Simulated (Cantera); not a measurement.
An isothermal, constant-pressure homogeneous reactor starts with CH4 : H2O = 1 : 2.5 (molar parts), at 1473 K and 13.0 bar.

Detailed kinetics in Cantera: GRI-Mech 3.0 (53 species, 325 reactions). The pressure lies above the range GRI-Mech 3.0 was tuned for (to about 10 atm).

x: mole fraction; the columns are a selection and need not sum to one.

```json
[
 {"t (s)": "0.000500", "x CH4": "0.285", "x H2O": "0.714", "x HCO": "3.22e-12", "x O": "<1e-12", "x CH3": "3.50e-5", "x CH2CO": "4.67e-11", "x C2H4": "4.10e-5"},
 {"t (s)": "0.00205", "x CH4": "0.283", "x H2O": "0.714", "x HCO": "3.00e-11", "x O": "1.01e-12", "x CH3": "4.55e-5", "x CH2CO": "1.08e-8", "x C2H4": "0.000511"},
 {"t (s)": "0.00841", "x CH4": "0.273", "x H2O": "0.710", "x HCO": "6.44e-11", "x O": "1.09e-12", "x CH3": "4.74e-5", "x CH2CO": "1.12e-6", "x C2H4": "0.00320"},
 {"t (s)": "0.0345", "x CH4": "0.239", "x H2O": "0.691", "x HCO": "6.33e-11", "x O": "<1e-12", "x CH3": "3.78e-5", "x CH2CO": "1.11e-5", "x C2H4": "0.00617"},
 {"t (s)": "0.141", "x CH4": "0.173", "x H2O": "0.653", "x HCO": "1.47e-10", "x O": "<1e-12", "x CH3": "2.87e-5", "x CH2CO": "2.13e-5", "x C2H4": "0.0165"},
 {"t (s)": "0.580", "x CH4": "0.156", "x H2O": "0.605", "x HCO": "4.76e-10", "x O": "<1e-12", "x CH3": "2.66e-5", "x CH2CO": "1.46e-5", "x C2H4": "0.0174"},
 {"t (s)": "2.38", "x CH4": "0.154", "x H2O": "0.530", "x HCO": "[?]", "x O": "<1e-12", "x CH3": "2.23e-5", "x CH2CO": "4.25e-6", "x C2H4": "0.00885"},
 {"t (s)": "9.75", "x CH4": "0.121", "x H2O": "0.439", "x HCO": "[?]", "x O": "<1e-12", "x CH3": "1.48e-5", "x CH2CO": "9.36e-7", "x C2H4": "0.00278"},
 {"t (s)": "40.0", "x CH4": "0.0678", "x H2O": "0.347", "x HCO": "[?]", "x O": "<1e-12", "x CH3": "7.20e-6", "x CH2CO": "2.83e-7", "x C2H4": "0.000501"}
]
```

**Question.** Some entries are withheld; supply them.

**Answer.** 
- 2.38, x HCO: 1.29e-9
- 9.75, x HCO: 3.08e-9
- 40.0, x HCO: 5.77e-9
